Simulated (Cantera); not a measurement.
An isothermal, constant-pressure homogeneous reactor starts with CH4 : N2 = 1 : 110 (molar parts), at 1925 K and 20.0 Torr.

Detailed kinetics in Cantera: GRI-Mech 3.0 (53 species, 325 reactions). GRI-Mech 3.0 stops at C3 and has no aromatics, soot or wall deposition, so with more carbon than oxygen in the feed, carbon stays in small species such as C2H2 where larger ones or solid carbon would form. Radical loss at walls, strong at low pressure, is not modelled.

Question: Predict: x(CH4) at 100 s; x(C2H) at 100 s; x(CH3) at 100 s; x(C2H2) at 100 s.

Answer: 
```json
{
  "x(CH4) at 100 s": "7.29e-9 (gas-phase equilibrium 1.27e-8)",
  "x(C2H) at 100 s": "3.25e-6 (gas-phase equilibrium 1.27e-7)",
  "x(CH3) at 100 s": "7.49e-9 (gas-phase equilibrium 1.30e-8)",
  "x(C2H2) at 100 s": "0.00439 (gas-phase equilibrium 0.000172)"
}
```
